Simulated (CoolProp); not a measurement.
Saturated liquid density (kg/m³) of benzene: the reference equation beside estimates from Tc = 562.0 K, pc = 4906 kPa, ω = 0.211.

Computed with CoolProp (reference Helmholtz-energy equation of state, Thol 2012).

| T (K) | reference | van der Waals | Redlich-Kwong | Soave-Redlich-Kwong | Peng-Robinson |
|---|---|---|---|---|---|
| 345.9 | 821.6 | 500.2 | 734.9 | 753.1 | 850.6 |
| 351.7 | 815.1 | 496.5 | 728.5 | 747.3 | 844.2 |
| 357.5 | 808.6 | 492.7 | 722.0 | 741.3 | 837.7 |
| 363.2 | 802.1 | 489.0 | 715.5 | 735.2 | 831.2 |
| 369 | 795.5 | 485.2 | 708.7 | 728.9 | 824.3 |
| 374.8 | 788.7 | 481.2 | 701.8 | 722.4 | 817.3 |
| 380.6 | 781.9 | 477.2 | 694.8 | 715.8 | 810.0 |
| 386.3 | 775.2 | 473.2 | 687.7 | 709.1 | 802.7 |
| 392.1 | 768.3 | 469.1 | 680.4 | 702.2 | 795.1 |
| 397.9 | 761.2 | 464.8 | 672.8 | 695.0 | 787.2 |
| 403.7 | 754.1 | 460.5 | 665.1 | 687.6 | 779.1 |
| 409.5 | 746.9 | 456.1 | 657.3 | 680.1 | 770.7 |
| 415.2 | 739.6 | 451.7 | 649.4 | 672.4 | 762.3 |
| 421 | 732.2 | 447.1 | 641.1 | 664.4 | 753.4 |

Absolute difference from the reference over all 14 rows, mean and median: van der Waals 39.0 and 39.0 %, Redlich-Kwong 11.3 and 11.2 %, Soave-Redlich-Kwong 8.6 and 8.5 %, Peng-Robinson 3.4 and 3.5 %.
